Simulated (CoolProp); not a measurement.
Values from CoolProp's reference Helmholtz-energy equation of state, Tillner-Roth 1994.

Question: Give the vapour pressure (bar), liquid density (kg/m³), vapour density (kg/m³), liquid cp (kJ/(kg K)) of saturated R134a at -1.45 °C.

Answer: 
```tsv
T (°C)	p (bar)	liquid density (kg/m³)	vapour density (kg/m³)	liquid cp (kJ/(kg K))
-1.45	2.78	1300	13.7	1.34
```
